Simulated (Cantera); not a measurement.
# Reactions in the system F-N-Si

Cantera with NASA thermochemical tables; ideal gases at 1 bar, condensed phases pure. Values are per mole of reaction as written; species without (g) are pure solids or liquids, kept so even where they would boil at 1 bar. The tables' values for SiF₂ are old estimates.

2 NF₃(g) + 3 Si ⇌ 2 N(g) + 3 SiF₂(g)

| T (K) | ΔH° (kJ) | ΔS° (J/K) | ΔG° (kJ) | log10 K |
|---|---|---|---|---|
| 2823 | -789.1 | 352.8 | -1785.1 | 33.03 |
| 2873 | -791.3 | 352.1 | -1802.7 | 32.77 |
| 2923 | -793.4 | 351.3 | -1820.3 | 32.53 |
| 2973 | -795.6 | 350.6 | -1837.8 | 32.29 |
